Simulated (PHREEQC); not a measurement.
1 kg of water holding 0.065 mol/kgw NaCl, 0.014 mol/kgw KCl, 0.027 mol/kgw NaBr, 0.0071 mol/kgw CaSO4 and 0.2 mol/kgw MgBr2 is evaporated at 30 °C; the solids stay in contact with the brine. CO2 from the air is kept out. Solids allowed: Arcanite, Bischofite, Bloedite, Brucite, Carnallite, Epsomite, Glaserite, Glauberite, Gypsum, Anhydrite, Halite, Hexahydrite, Kainite, Kieserite, Leonite, Mirabilite, Misenite, Polyhalite, Portlandite, Schoenite, Sylvite, Syngenite, Thenardite, MgCl2_4H2O. Others were left out.

The series has 12 steps of water left (kg), from 1 to 0.1156.

All values are PHREEQC results (Pitzer model, pitzer.dat), not measurements.

### Question
Which solids form, in which order, and at which step of the series does each first stand?

### Answer
Gypsum from water left = 0.1156 kg.

Species that the database lacks are ignored.
